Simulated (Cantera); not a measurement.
Cantera run, input and output.

```python
import numpy as np
import cantera as ct

gas = ct.Solution("gri30.yaml")
gas.TPX = 1300, 110000, {'N2O': 1, 'H2': 0.04, 'N2': 0.11}
reactor = ct.IdealGasConstPressureReactor(gas, energy="off", clone=False)
net = ct.ReactorNet([reactor])
net.rtol, net.atol = 1e-08, 1e-18
show = ['N2O', 'H2', 'NO', 'NO2', 'OH', 'HO2', 'O']
times = np.geomspace(4e-05, 90, 14)

steps = ct.SolutionArray(gas, extra=["t"])
rows = []
print(f"{'t/s':>10s}{'T/K':>9s}{'P/Pa':>11s}" + "".join(f"{s:>11s}" for s in show))
for t in times:
    while net.time < t:
        t_next = net.step()
        steps.append(gas.state, t=t_next)
    rows.append([np.interp(t, steps.t, y) for y in (steps.T, steps.P, *steps(*show).X.T)])
    print(f"{t:10.3e}{rows[-1][0]:9.1f}{rows[-1][1]:11.4g}" + "".join(f"{x:11.3e}" for x in rows[-1][2:]))
rate = np.gradient(steps.T, steps.t)
print("integrator steps:", len(steps.t))
if steps.T.max() > steps.T[0] + 200:
    print(f"time of steepest temperature rise: {steps.t[rate.argmax()]:.4e} s")
gas.TPX = 1300, 110000, {'N2O': 1, 'H2': 0.04, 'N2': 0.11}
gas.equilibrate("TP")
print(f"equilibrium (TP): T = {gas.T:.1f} K  " + "  ".join(f"{s} {gas[s].X[0]:.3e}" for s in show))
```

It prints:

```
       t/s      T/K       P/Pa        N2O         H2         NO        NO2         OH        HO2          O
 4.000e-05   1300.0    1.1e+05  8.686e-01  3.400e-02  3.252e-05  2.083e-08  3.417e-05  2.849e-06  3.146e-06
 1.232e-04   1300.0    1.1e+05  8.637e-01  2.939e-02  1.667e-04  6.047e-07  7.765e-05  6.987e-06  4.270e-06
 3.796e-04   1300.0    1.1e+05  8.473e-01  1.427e-02  4.847e-04  4.018e-06  9.626e-05  8.637e-06  5.773e-06
 1.169e-03   1300.0    1.1e+05  8.313e-01  2.252e-03  9.164e-04  3.925e-05  6.181e-05  7.636e-06  7.267e-06
 3.602e-03   1300.0    1.1e+05  8.169e-01  6.776e-05  1.898e-03  2.169e-04  4.209e-05  4.547e-06  7.511e-06
 1.110e-02   1300.0    1.1e+05  7.812e-01  1.783e-07  4.873e-03  5.008e-04  4.474e-05  2.844e-06  7.107e-06
 3.419e-02   1300.0    1.1e+05  6.851e-01  1.266e-07  1.307e-02  7.004e-04  4.777e-05  1.357e-06  6.594e-06
 1.053e-01   1300.0    1.1e+05  4.769e-01  1.018e-07  3.002e-02  7.925e-04  4.544e-05  5.507e-07  5.644e-06
 3.244e-01   1300.0    1.1e+05  1.966e-01  6.974e-08  4.930e-02  7.798e-04  3.538e-05  2.152e-07  3.642e-06
 9.994e-01   1300.0    1.1e+05  2.900e-02  2.193e-08  5.535e-02  6.935e-04  1.769e-05  7.489e-08  9.623e-07
 3.079e+00   1300.0    1.1e+05  3.161e-04  4.199e-09  5.506e-02  6.983e-04  5.722e-06  2.387e-08  9.852e-08
 9.484e+00   1300.0    1.1e+05  7.704e-07  3.963e-09  5.503e-02  7.028e-04  5.408e-06  2.272e-08  8.767e-08
 2.922e+01   1300.0    1.1e+05  7.682e-07  3.963e-09  5.497e-02  7.020e-04  5.408e-06  2.272e-08  8.767e-08
 9.000e+01   1300.0    1.1e+05  7.631e-07  3.962e-09  5.478e-02  6.997e-04  5.409e-06  2.272e-08  8.769e-08
integrator steps: 2297
equilibrium (TP): T = 1300.0 K  N2O 2.830e-08  H2 3.768e-09  NO 4.378e-04  NO2 5.877e-06  OH 5.542e-06  HO2 2.447e-08  O 9.209e-08
```

Detailed kinetics in Cantera: GRI-Mech 3.0 (53 species, 325 reactions). GRI-Mech 3.0 was tuned for natural gas; its chemistry of N2O as a main component is partial and can be far from experiment. The mechanism lacks the step 2 NO + O2 → 2 NO2, which can matter for NO2 below about 1400 K. The temperature is held fixed by assumption; the heat of reaction is taken as removed at once.
